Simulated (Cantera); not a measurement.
A Cantera script and what it prints.

```python
import numpy as np
import cantera as ct

gas_names = """
    B BCL BCL2 BCL3 BH BH2 BH3 BN B2 CL CL2 H HCL H2 N NH NH2 NH3 N2 N2H2 N2H4
""".split()
cond_names = """
    B(b) B(L) BN(s) NH4CL(a) NH4CL(b)
""".split()


def load(file, names, dense=False):
    # The tables refer to 1 bar. Condensed volumes are neglected.
    table = {s.name: s for s in ct.Species.list_from_file(file)}
    out = []
    for n in names:
        d = dict(table[n].input_data)
        d["thermo"] = dict(d["thermo"], **{"reference-pressure": 1e5})
        if dense:
            d["equation-of-state"] = {"model": "constant-volume", "density": "1e6 g/cm^3"}
        out.append(ct.Species.from_dict(d))
    return out


gas = ct.Solution(thermo="ideal-gas", species=load("nasa_gas.yaml", gas_names))
cond = {s.name: ct.Solution(thermo="fixed-stoichiometry", species=[s], name=s.name)
        for s in load("nasa_condensed.yaml", cond_names, dense=True)}
atoms = {
    'BCl3': {'B': 1, 'CL': 3},
    'H2': {'H': 2},
    'N2': {'N': 2},
}
top_T = {'BN(s)': 3200}  # K; cautious upper limits of use, not melting points


def equilibrate(T, P, feed):
    n = {}
    for name, mol in feed.items():
        for a, k in atoms[name].items():
            n[a] = n.get(a, 0.0) + k * mol
    gas.TPX = T, P, n
    mass = sum(n.values()) * gas.mean_molecular_weight
    gas.equilibrate("TP")
    valid = [c for c in cond.values() if c.min_temp <= T <= top_T.get(c.name, c.max_temp)]
    mix = ct.Mixture([(gas, mass / gas.mean_molecular_weight)] + [(c, 0.0) for c in valid])
    mix.T, mix.P = T, P
    mix.equilibrate("TP", solver="vcs", rtol=1e-11, max_steps=5000)
    return mix


results = []
feed = {'BCl3': 1, 'H2': 8.8, 'N2': 0.26}  # mol
T = 1500  # K
P = 1333.22  # Pa
mix = equilibrate(T, P, feed)
results.append((T, P, feed, dict(zip(mix.species_names, mix.species_moles))))
print(gas.report(threshold=0.0001))
for i in range(1, mix.n_phases):
    print(f"{mix.phase(i).name:16s} {mix.phase_moles(i):12.5e} mol")
```

Output:

```
       temperature   1500 K
          pressure   1333.2 Pa
           density   0.0013085 kg/m^3
  mean mol. weight   12.241 kg/kmol
   phase of matter   gas

                          1 kg             1 kmol
                     ---------------   ---------------
          enthalpy         7.429e+05        9.0935e+06  J
   internal energy       -2.7598e+05       -3.3782e+06  J
           entropy             19411         2.376e+05  J/K
    Gibbs function       -2.8373e+07       -3.4731e+08  J
 heat capacity c_p            2724.2             33345  J/K
 heat capacity c_v            2044.9             25031  J/K

                      mass frac. Y      mole frac. X     chem. pot. / RT
                     ---------------   ---------------   ---------------
               BCL         0.0023006        0.00060875           -29.419
              BCL2         0.0033441        0.00050096           -56.278
              BCL3           0.10547           0.01102           -83.137
                 H        1.0724e-05        0.00013022           -11.618
               HCL           0.76858           0.25805           -38.477
                H2           0.12017           0.72965           -23.236
     [  +15 minor]        0.00011654        4.5195e-05

B(b)              3.55634e-01 mol
BN(s)             5.19992e-01 mol
```

Cantera equilibrium calculation (NASA polynomials, part measured and part estimated; ideal gas, pure solids and liquids). Mutual solubility and eutectic melting of coexisting phases are not modelled. The tables' values for BCl, BCl2 are old estimates; treat these amounts as uncertain. Gases not in the tables: BHCl2.
